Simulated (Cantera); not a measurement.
A closed system holds: 1 mol SiC, 0.045 mol H2, at 10000 Pa.

Cantera equilibrium calculation (NASA polynomials, part measured and part estimated; ideal gas, pure solids and liquids). Candidate condensed phases: C, C6H6, C7H8, C8H18, Si, SiC; 87 gas species. Gases not in the tables: Si2H6 and higher silanes. Equilibrium is a limit: real reactors are often held back by kinetics, nucleation or transport.

log p: log10 of the partial pressure in bar; n: condensed amount in mol.

```tsv
T (K)	log p H2	log p Si	log p SiC2	log p H	log p Si2C	log p C2H2 (acetylene)	n SiC(s)	n C(graphite)
1923	-1.00	-5.49	-8.37	-3.53	-7.20	-5.68	1.000	0
2023	-1.00	-4.94	-7.34	-3.22	-6.46	-5.11	1.000	0
2123	-1.01	-4.43	-6.41	-2.95	-5.78	-4.62	1.000	0
2223	-1.01	-3.96	-5.57	-2.70	-5.16	-4.17	1.000	0
2323	-1.02	(withheld)	(withheld)	(withheld)	(withheld)	(withheld)	1.000	0
2423	-1.03	(withheld)	(withheld)	(withheld)	(withheld)	(withheld)	1.000	0
2523	-1.05	-2.79	-3.46	-2.08	-3.61	-3.08	0.999	0
2623	-1.09	-2.44	-2.88	-1.92	-3.16	-2.84	0.997	0.000189
2723	-1.17	-2.07	-2.40	-1.79	-2.69	-2.77	0.990	0.00214
2823	-1.36	-1.73	-1.96	-1.73	-2.25	-2.81	0.965	0.00937
2923	-2.22	-1.40	-1.54	-2.02	-1.85	-3.53	0.608	0.105
3023	-2.88	-1.37	-1.42	-2.21	-2.00	-4.06	0	0.148
```

What belongs in the gaps?


- 2323, log p Si: -3.54
- 2323, log p SiC2: -4.80
- 2323, log p H: -2.47
- 2323, log p Si2C: -4.60
- 2323, log p C2H2 (acetylene): -3.77
- 2423, log p Si: -3.15
- 2423, log p SiC2: -4.10
- 2423, log p H: -2.27
- 2423, log p Si2C: -4.09
- 2423, log p C2H2 (acetylene): -3.40
